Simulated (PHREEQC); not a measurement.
**Geothermal or formation water: an equilibrium model**

A made-up water analysis in mg/kgw, 25 °C, pH 7.43:

```tsv
constituent	mg/kgw
Na	8420
K	109
Ca	1880
Mg	564
Cl	15100
S(6) as SO4	3460
Alkalinity as HCO3	0.139
Br	1210
```

Valence states are taken as typed.

All values are PHREEQC results (Pitzer model, pitzer.dat), not measurements.

No solid was allowed to form.

Q: What activity of water, charge-balance error does the model give?

A: activity of water 0.985; charge-balance error -0.4 %.

Q: In which forms is C present?

A: HCO3- 94 %, CO2 4.8 %, CO3-2 0.8 % of the C.

Examples of supersaturated solids here: Gypsum. Others may be too.
